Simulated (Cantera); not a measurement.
Input (Python, Cantera):

```python
import numpy as np
import cantera as ct

gas = ct.Solution("gri30.yaml", transport_model="multicomponent")
show = ['H2', 'OH', 'N2']

rows = []
print(f"{'T/K':>7s}{'rho':>11s}{'cp':>10s}{'mu':>11s}{'lambda':>11s}{'Pr':>7s}" + "".join(f"{'D_' + s:>11s}" for s in show))
for T in [400, 500, 600, 700, 800, 900, 1000]:
    gas.TPX = T, 1000000, {'NH3': 0.12}
    Pr = gas.cp_mass * gas.viscosity / gas.thermal_conductivity
    D = [gas.mix_diff_coeffs_mole[gas.species_index(s)] for s in show]
    rows.append([gas.density, gas.cp_mass, gas.viscosity, gas.thermal_conductivity, Pr, *D])
    print(f"{T:7g}{gas.density:11.4e}{gas.cp_mass:10.1f}{gas.viscosity:11.4e}"
          f"{gas.thermal_conductivity:11.4e}{Pr:7.3f}" + "".join(f"{d:11.4e}" for d in D))
print("SI units: kg/m3, J/kg/K, Pa s, W/m/K, m2/s")
```

It prints:

```
    T/K        rho        cp         mu     lambda     Pr       D_H2       D_OH       D_N2
    400 5.1209e+00    2269.4 1.3919e-05 4.4202e-02  0.715 1.3694e-05 6.0180e-06 3.8730e-06
    500 4.0967e+00    2465.8 1.7444e-05 6.0113e-02  0.716 2.0301e-05 9.0270e-06 5.8499e-06
    600 3.4139e+00    2662.0 2.0904e-05 7.7571e-02  0.717 2.7861e-05 1.2488e-05 8.1330e-06
    700 2.9262e+00    2844.4 2.4262e-05 9.5939e-02  0.719 3.6304e-05 1.6366e-05 1.0698e-05
    800 2.5604e+00    3009.3 2.7504e-05 1.1477e-01  0.721 4.5580e-05 2.0635e-05 1.3526e-05
    900 2.2760e+00    3162.4 3.0628e-05 1.3400e-01  0.723 5.5645e-05 2.5273e-05 1.6601e-05
   1000 2.0484e+00    3319.2 3.3637e-05 1.5412e-01  0.724 6.6467e-05 3.0263e-05 1.9912e-05
SI units: kg/m3, J/kg/K, Pa s, W/m/K, m2/s
```

Computed with Cantera and GRI-Mech 3.0 (53 species, 325 reactions). Polar gases are described roughly by these parameters.
